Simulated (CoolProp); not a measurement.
n-pentane along the isotherm 273.5 K: fugacity coefficient from the reference equation and from simpler models built on Tc = 469.7 K, pc = 33.68 bar, ω = 0.251; each cubic takes its own stable root.

Values from CoolProp's reference Helmholtz-energy equation of state, Thol 2019.

| p (bar) | phase | reference | van der Waals | Redlich-Kwong | Soave-Redlich-Kwong | Peng-Robinson |
|---|---|---|---|---|---|---|
| 4.59 | liquid | 0.05444 | 0.5035 | 0.1089 | 0.05366 | 0.05504 |
| 9.18 | liquid | 0.02784 | 0.2613 | 0.05585 | 0.02750 | 0.02813 |
| 13.8 | liquid | 0.01894 | 0.1805 | 0.03811 | 0.01875 | 0.01913 |
| 18.4 | liquid | 0.01453 | 0.1405 | 0.02932 | 0.01442 | 0.01466 |
| 23 | liquid | 0.01189 | 0.1167 | 0.02406 | 0.01182 | 0.01199 |
| 27.6 | liquid | 0.01013 | 0.1009 | 0.02056 | 0.01010 | 0.01021 |
| 32.1 | liquid | 0.008908 | 0.08994 | 0.01812 | 0.008893 | 0.008972 |
| 36.7 | liquid | 0.007969 | 0.08162 | 0.01626 | 0.007972 | 0.008021 |
| 41.3 | liquid | 0.007242 | 0.07525 | 0.01481 | 0.007261 | 0.007285 |
| 45.9 | liquid | 0.006664 | 0.07024 | 0.01367 | 0.006696 | 0.006699 |
| 50.5 | liquid | 0.006195 | 0.06622 | 0.01274 | 0.006237 | 0.006223 |
